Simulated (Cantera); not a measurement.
A Cantera script and its output.

```python
import numpy as np
import cantera as ct

gas = ct.Solution("gri30.yaml")
gas.TPX = 1450, 1500, {'H2': 0.21, 'O2': 1}
reactor = ct.IdealGasConstPressureReactor(gas, energy="off", clone=False)
net = ct.ReactorNet([reactor])
net.rtol, net.atol = 1e-08, 1e-18
show = ['H2', 'O2', 'H2O', 'H2O2', 'H', 'OH', 'HO2']
times = np.geomspace(0.001, 20, 12)

steps = ct.SolutionArray(gas, extra=["t"])
rows = []
print(f"{'t/s':>10s}{'T/K':>9s}{'P/Pa':>11s}" + "".join(f"{s:>11s}" for s in show))
for t in times:
    while net.time < t:
        t_next = net.step()
        steps.append(gas.state, t=t_next)
    rows.append([np.interp(t, steps.t, y) for y in (steps.T, steps.P, *steps(*show).X.T)])
    print(f"{t:10.3e}{rows[-1][0]:9.1f}{rows[-1][1]:11.4g}" + "".join(f"{x:11.3e}" for x in rows[-1][2:]))
rate = np.gradient(steps.T, steps.t)
print("integrator steps:", len(steps.t))
if steps.T.max() > steps.T[0] + 200:
    print(f"time of steepest temperature rise: {steps.t[rate.argmax()]:.4e} s")
gas.TPX = 1450, 1500, {'H2': 0.21, 'O2': 1}
gas.equilibrate("TP")
print(f"equilibrium (TP): T = {gas.T:.1f} K  " + "  ".join(f"{s} {gas[s].X[0]:.3e}" for s in show))
```

It prints:

```
       t/s      T/K       P/Pa         H2         O2        H2O       H2O2          H         OH        HO2
 1.000e-03   1450.0       1500  7.925e-03  7.084e-01  1.355e-01  1.689e-07  4.323e-02  1.790e-02  4.997e-06
 2.460e-03   1450.0       1500  7.559e-03  7.147e-01  1.390e-01  1.709e-07  3.948e-02  1.756e-02  5.045e-06
 6.053e-03   1450.0       1500  6.696e-03  7.285e-01  1.467e-01  1.738e-07  3.150e-02  1.669e-02  5.120e-06
 1.489e-02   1450.0       1500  4.841e-03  7.542e-01  1.608e-01  1.711e-07  1.797e-02  1.443e-02  5.069e-06
 3.664e-02   1450.0       1500  2.191e-03  7.854e-01  1.770e-01  1.390e-07  5.064e-03  9.894e-03  4.185e-06
 9.016e-02   1450.0       1500  5.394e-04  8.031e-01  1.859e-01  7.720e-08  5.957e-04  4.961e-03  2.113e-06
 2.218e-01   1450.0       1500  1.024e-04  8.081e-01  1.886e-01  3.288e-08  4.876e-05  2.170e-03  6.564e-07
 5.458e-01   1450.0       1500  2.161e-05  8.093e-01  1.895e-01  1.321e-08  4.727e-06  9.989e-04  2.163e-07
 1.343e+00   1450.0       1500  5.700e-06  8.097e-01  1.898e-01  5.783e-09  6.412e-07  5.136e-04  1.413e-07
 3.304e+00   1450.0       1500  2.196e-06  8.098e-01  1.899e-01  3.551e-09  1.538e-07  3.190e-04  1.629e-07
 8.129e+00   1450.0       1500  1.657e-06  8.098e-01  1.899e-01  3.231e-09  1.009e-07  2.772e-04  1.776e-07
 2.000e+01   1450.0       1500  1.643e-06  8.098e-01  1.899e-01  3.224e-09  9.966e-08  2.760e-04  1.781e-07
integrator steps: 1617
equilibrium (TP): T = 1450.0 K  H2 1.643e-06  O2 8.098e-01  H2O 1.899e-01  H2O2 3.224e-09  H 9.966e-08  OH 2.760e-04  HO2 1.781e-07
```

Cantera simulation using GRI-Mech 3.0 (53 species, 325 reactions); the numbers are that mechanism's predictions, not measurements. Radical loss at walls, strong at low pressure, is not modelled. The temperature is held fixed by assumption; the heat of reaction is taken as removed at once.
